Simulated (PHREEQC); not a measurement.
Dissolve 2.7 mmol/kgw H2SO4 and 71 mmol/kgw HBF4 at 45 °C. Closed to the air; pH follows from the charge balance.

All values are PHREEQC results (ion-association model, wateq4f.dat), not measurements.

Precipitation was switched off in this run.

Question: Estimate the pH, ionic strength.

Answer: pH 1.23; ionic strength 0.0708 mol/kgw.

Question: In which forms is B present?

Answer: BF4- 91 %, H3BO3 5.6 %, BF3OH- 2.8 % of the B.

Away from 25 °C the constants follow the database's enthalpies or fits; those with neither stay at their 25 °C values. Real BF4- forms and hydrolyses slowly; the run takes it at equilibrium.
